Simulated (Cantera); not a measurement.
An isothermal, constant-pressure homogeneous reactor starts with 2.08 % CH4, 97.9 % N2, at 1798 K and 0.190 bar.

Cantera simulation using GRI-Mech 3.0 (53 species, 325 reactions); the numbers are that mechanism's predictions, not measurements. GRI-Mech 3.0 stops at C3 and has no aromatics, soot or wall deposition, so with more carbon than oxygen in the feed, carbon stays in small species such as C2H2 where larger ones or solid carbon would form.

**Question.** Predict: x(CH4) at 9.00 s; x(C2H2) at 9.00 s; x(H2) at 9.00 s; x(C2H) at 9.00 s; x(C2H4) at 9.00 s.

**Answer.** 
```
Item                                                 Value
-----------------  ---------------------------------------
x(CH4) at 9.00 s   4.54e-6 (gas-phase equilibrium 1.83e-6)
x(C2H2) at 9.00 s  0.0102 (gas-phase equilibrium 0.000953)
x(H2) at 9.00 s      0.0305 (gas-phase equilibrium 0.0305)
x(C2H) at 9.00 s   4.11e-7 (gas-phase equilibrium 3.85e-8)
x(C2H4) at 9.00 s  1.39e-6 (gas-phase equilibrium 1.30e-7)
```
